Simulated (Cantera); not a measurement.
An isothermal, constant-pressure homogeneous reactor starts with 18.0 % H2, 82.0 % O2, equivalence ratio 0.11, at 1398 K and 8.25 Torr.

Computed with Cantera and the H2/O2 subset of GRI-Mech 3.0, which has no nitrogen chemistry. Radical loss at walls, strong at low pressure, is not modelled. The temperature is held fixed by assumption; the heat of reaction is taken as removed at once.

x: mole fraction; the columns are a selection and need not sum to one.

| t (s) | x H2 | x O2 | x OH | x H2O2 | x O | x H |
|---|---|---|---|---|---|---|
| 0.000400 | 0.180 | 0.819 | 0.000188 | 1.07e-8 | 0.000239 | 0.000296 |
| 0.00123 | 0.00858 | 0.700 | 0.0164 | 1.55e-7 | 0.0865 | 0.0492 |
| 0.00380 | 0.00797 | 0.707 | 0.0160 | 1.56e-7 | 0.0811 | 0.0443 |
| 0.0117 | ? | 0.726 | 0.0148 | 1.63e-7 | ? | ? |
| 0.0360 | 0.00374 | 0.763 | 0.0113 | 1.58e-7 | 0.0335 | 0.0120 |
| 0.111 | 0.000826 | 0.793 | 0.00542 | 9.58e-8 | 0.00705 | 0.00117 |
| 0.342 | ? | 0.800 | ? | ? | ? | ? |
| 1.05 | 1.45e-5 | 0.801 | 0.000724 | 1.08e-8 | 0.000122 | 2.68e-6 |
| 3.25 | 2.94e-6 | 0.802 | 0.000327 | 3.79e-9 | 2.49e-5 | 2.45e-7 |
| 10.0 | 1.07e-6 | 0.802 | 0.000198 | 2.17e-9 | 9.10e-6 | 5.43e-8 |

**Question.** Complete the blanks.

**Answer.** 
- 0.0117, x H2: 0.00672
- 0.0117, x O: 0.0651
- 0.0117, x H: 0.0322
- 0.342, x H2: 0.000101
- 0.342, x OH: 0.00191
- 0.342, x H2O2: 3.41e-8
- 0.342, x O: 0.000852
- 0.342, x H: 4.90e-5
